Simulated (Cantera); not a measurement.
Charge: 1 mol SiO2, 2.7 mol Cl2, 0.38 mol O2, at 7.60 Pa.

Cantera equilibrium calculation (NASA polynomials, part measured and part estimated; ideal gas, pure solids and liquids). Candidate condensed phases: Si, SiO2; 15 gas species. Equilibrium is a limit: real reactors are often held back by kinetics, nucleation or transport.

Task: At 1073 K, list the 4 most abundant gas species with their mole fractions, and the condensed phases.

Result: Cl2 0.775, O2 0.117, Cl 0.109, ClO 1.67e-5. Condensed: SiO2(β-quartz).
